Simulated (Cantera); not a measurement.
What does this Cantera script print?

```python
import numpy as np
import cantera as ct

gas_names = """
    C CH CH2 CH3 CH2OH CH3O CH4 CH3OH CO CO2 COOH C2 C2H CHCO,ketyl C2H2,acetylene C2H2,vinylidene
    CH2CO,ketene C2H3,vinyl CH3CO,acetyl C2H4 C2H4O,ethylen CH3CHO,ethanal CH3COOH (HCOOH)2 C2H5 C2H6
    CH3OCH3 C2H5OH C2O C3 C3H3,propargyl C3H4,allene C3H4,propyne C3H4,cyclo- C3H5,allyl C3H6,propylene
    C3H6,cyclo- C3H6O C3H7,n-propyl C3H7,i-propyl C3H8 C3H8O,1propanol C3H8O,2propanol C3O2 C4 C4H2
    C4H4,1,3-cyclo- C4H6,butadiene C4H6,2-butyne C4H6,cyclo- C4H8,1-butene C4H8,cis2-buten
    C4H8,tr2-butene C4H8,isobutene C4H8,cyclo- (CH3COOH)2 C4H9,n-butyl C4H9,i-butyl C4H9,s-butyl
    C4H9,t-butyl C4H10,isobutane C4H10,n-butane C5 C5H6,1,3cyclo- C5H8,cyclo- C5H10,1-pentene
    C5H10,cyclo- C5H11,pentyl C5H11,t-pentyl C5H12,n-pentane C5H12,i-pentane CH3C(CH3)2CH3 C6H2
    C6H5,phenyl C6H5O,phenoxy C6H6 C6H5OH,phenol C6H10,cyclo- C6H12,1-hexene C6H12,cyclo- C6H13,n-hexyl
    C7H7,benzyl C7H8 C7H8O,cresol C7H14,1-heptene C7H15,n-heptyl C7H16,n-heptane C8H8,styrene
    C8H10,ethylbenz C8H16,1-octene C8H17,n-octyl C8H18,isooctane C8H18,n-octane C9H19,n-nonyl
    C10H8,naphthale C10H21,n-decyl C12H9,o-bipheny C12H10,bipheny H HCO HO2 H2 HCHO,formaldehy HCOOH H2O
    H2O2 O OH O2 O3 Pb PbO Pb2
""".split()
cond_names = """
    C(gr) C6H6(L) C7H8(L) C8H18(L),n-octa H2O(s) H2O(L) Pb(cr) Pb(L) PbO(rd) PbO(yw) PbO(L) PbO2(s)
    Pb3O4(s)
""".split()


def load(file, names, dense=False):
    # The tables refer to 1 bar. Condensed volumes are neglected.
    table = {s.name: s for s in ct.Species.list_from_file(file)}
    out = []
    for n in names:
        d = dict(table[n].input_data)
        d["thermo"] = dict(d["thermo"], **{"reference-pressure": 1e5})
        if dense:
            d["equation-of-state"] = {"model": "constant-volume", "density": "1e6 g/cm^3"}
        out.append(ct.Species.from_dict(d))
    return out


gas = ct.Solution(thermo="ideal-gas", species=load("nasa_gas.yaml", gas_names))
cond = {s.name: ct.Solution(thermo="fixed-stoichiometry", species=[s], name=s.name)
        for s in load("nasa_condensed.yaml", cond_names, dense=True)}
atoms = {
    'PbO': {'Pb': 1, 'O': 1},
    'CO': {'C': 1, 'O': 1},
    'H2': {'H': 2},
}
top_T = {'C(gr)': 4500, 'Pb3O4(s)': 820}  # K; cautious upper limits of use, not melting points


def equilibrate(T, P, feed):
    n = {}
    for name, mol in feed.items():
        for a, k in atoms[name].items():
            n[a] = n.get(a, 0.0) + k * mol
    gas.TPX = T, P, n
    mass = sum(n.values()) * gas.mean_molecular_weight
    gas.equilibrate("TP")
    valid = [c for c in cond.values() if c.min_temp <= T <= top_T.get(c.name, c.max_temp)]
    mix = ct.Mixture([(gas, mass / gas.mean_molecular_weight)] + [(c, 0.0) for c in valid])
    mix.T, mix.P = T, P
    mix.equilibrate("TP", solver="vcs", rtol=1e-11, max_steps=5000)
    return mix


results = []
feed = {'PbO': 1, 'CO': 0.26, 'H2': 0.16}  # mol
T = 1200  # K
P = 60  # Pa
mix = equilibrate(T, P, feed)
results.append((T, P, feed, dict(zip(mix.species_names, mix.species_moles))))
print(gas.report(threshold=1e-05))
for i in range(1, mix.n_phases):
    print(f"{mix.phase(i).name:16s} {mix.phase_moles(i):12.5e} mol")
```

Result:

```
       temperature   1200 K
          pressure   60 Pa
           density   0.00079566 kg/m^3
  mean mol. weight   132.31 kg/kmol
   phase of matter   gas

                          1 kg             1 kmol
                     ---------------   ---------------
          enthalpy       -1.8327e+05       -2.4249e+07  J
   internal energy       -2.5868e+05       -3.4226e+07  J
           entropy            2364.8        3.1288e+05  J/K
    Gibbs function        -3.021e+06       -3.9971e+08  J
 heat capacity c_p            274.05             36260  J/K
 heat capacity c_v            211.21             27945  J/K

                      mass frac. Y      mole frac. X     chem. pot. / RT
                     ---------------   ---------------   ---------------
                CO        1.0027e-05        4.7363e-05           -54.553
               CO2          0.091234           0.27429           -77.296
                H2        3.2345e-07        2.1228e-05           -36.156
               H2O          0.022983            0.1688             -58.9
                O2        4.1151e-06        1.7015e-05           -45.487
                Pb           0.69392           0.44311           -11.364
               PbO           0.19183           0.11371           -34.107
     [ +106 minor]        2.1685e-05        9.2253e-06

C(gr)             0.00000e+00 mol
Pb(L)             0.00000e+00 mol
PbO(L)            4.72261e-01 mol
PbO2(s)           0.00000e+00 mol
```

Cantera equilibrium calculation (NASA polynomials, part measured and part estimated; ideal gas, pure solids and liquids).
